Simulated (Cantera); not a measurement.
What does this Cantera script print?

```python
import numpy as np
import cantera as ct

gas_names = """
    H H2 Si SiH SiH2 SiH3 SiH4 Si2 Si3
""".split()
cond_names = """
    Si(cr) Si(L)
""".split()


# ... load() reads the species with a 1 bar reference pressure and builds the phases ...
atoms = {
    'SiH4': {'Si': 1, 'H': 4},
    'H2': {'H': 2},
}
top_T = {}  # K; cautious upper limits of use, not melting points


# ... equilibrate(T, P, feed) seeds the gas with the atoms and calls Mixture.equilibrate('TP', solver="vcs", rtol=1e-11, max_steps=5000) ...
results = []
feed = {'SiH4': 1, 'H2': 110}  # mol
T = 1600  # K
P = 340  # Pa
mix = equilibrate(T, P, feed)
results.append((T, P, feed, dict(zip(mix.species_names, mix.species_moles))))
print(gas.report(threshold=0.0001))
for i in range(1, mix.n_phases):
    print(f"{mix.phase(i).name:16s} {mix.phase_moles(i):12.5e} mol")
```

Output:

```
       temperature   1600 K
          pressure   340 Pa
           density   5.1526e-05 kg/m^3
  mean mol. weight   2.0161 kg/kmol
   phase of matter   gas

                          1 kg             1 kmol
                     ---------------   ---------------
          enthalpy         1.974e+07        3.9796e+07  J
   internal energy        1.3141e+07        2.6493e+07  J
           entropy        1.1324e+05        2.2829e+05  J/K
    Gibbs function       -1.6144e+08       -3.2547e+08  J
 heat capacity c_p             16240             32741  J/K
 heat capacity c_v             12116             24427  J/K

                      mass frac. Y      mole frac. X     chem. pot. / RT
                     ---------------   ---------------   ---------------
                 H        0.00046597        0.00093196           -12.239
                H2             0.999           0.99903           -24.478
     [   +7 minor]        0.00052947        3.7414e-05

Si(cr)            9.95796e-01 mol
```

Method: chemical equilibrium by Gibbs-energy minimisation in Cantera with the NASA 1993 tables (ideal gas, pure condensed phases).
